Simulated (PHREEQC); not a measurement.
Consider water at 25 °C with 0.0068 mol NaHCO3 per kg of water. Closed to the air; pH follows from the charge balance.

Equilibrium calculation in PHREEQC: ion-association model, wateq4f.dat.

```
Property                    Value
----------------  ---------------
pH                           8.24
ionic strength    0.00684 mol/kgw
total alkalinity      6.80 meq/kg
```

```json
[
 {"species": "Na+", "molality": "0.00677", "activity": "0.00621", "log γ": "-0.038"},
 {"species": "HCO3-", "molality": "0.00662", "activity": "0.00609", "log γ": "-0.037"},
 {"species": "CO2", "molality": "7.82e-5", "activity": "7.83e-5", "log γ": "0.001"},
 {"species": "CO3-2", "molality": "7.00e-5", "activity": "4.99e-5", "log γ": "-0.147"},
 {"species": "NaHCO3", "molality": "2.12e-5", "activity": "2.13e-5", "log γ": "0.001"},
 {"species": "NaCO3-", "molality": "6.28e-6", "activity": "5.77e-6", "log γ": "-0.037"},
 {"species": "OH-", "molality": "1.91e-6", "activity": "1.75e-6", "log γ": "-0.039"},
 {"species": "H+", "molality": "6.19e-9", "activity": "5.72e-9", "log γ": "-0.034"}
]
```

This is a speciation only: nothing precipitates in the calculation.
